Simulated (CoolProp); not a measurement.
R114 at 309.36 K and 0.0657 MPa is throttled through a valve to 0.0137 MPa with no heat exchange. Each further row changes one setting.

Values from CoolProp's reference Helmholtz-energy equation of state, Platzer 1990. This equation is an older, rougher fit.

| case | temperature change (K) | final density (kg/m³) |
|---|---|---|
| as stated | -0.9 | … |
| outlet pressure 0.00411 MPa | … | 0.274 |
| outlet pressure 0.0178 MPa | … | … |

Question: What belongs in the gaps?

Answer: 
- as stated, final density (kg/m³): 0.916
- outlet pressure 0.00411 MPa, temperature change (K): -1.0
- outlet pressure 0.0178 MPa, temperature change (K): -0.8
- outlet pressure 0.0178 MPa, final density (kg/m³): 1.19
